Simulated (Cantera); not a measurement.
Charge: 1 mol c-C4F8, 8.2 mol H2, held at 0.0310 bar.

Method: chemical equilibrium by Gibbs-energy minimisation in Cantera with the NASA 1993 tables (ideal gas, pure condensed phases). Candidate condensed phases: C, C6H6, C7H8, C8H18; 95 gas species. The feed counts by its element totals alone. Equilibrium is a limit: real reactors are often held back by kinetics, nucleation or transport.

Which condensed phases are stable at each of these points (T (°C)): 2725, 2750, 2775, 2800, 2825, 2850, 2875, 2900, 2925, 2950, 2975, 3000, 3025, 3050?


```csv
T (°C),condensed phases,C condensed (%)
2725,C(graphite),78.6
2750,C(graphite),73.9
2775,C(graphite),68.0
2800,C(graphite),60.4
2825,C(graphite),50.6
2850,C(graphite),38.0
2875,C(graphite),21.7
2900,C(graphite),0.6
2925,gas only,0.0
2950,gas only,0.0
2975,gas only,0.0
3000,gas only,0.0
3025,gas only,0.0
3050,gas only,0.0
```

From 2725 °C to 2900 °C the condensed part is C(graphite). From 2925 °C to 3050 °C nothing is condensed.
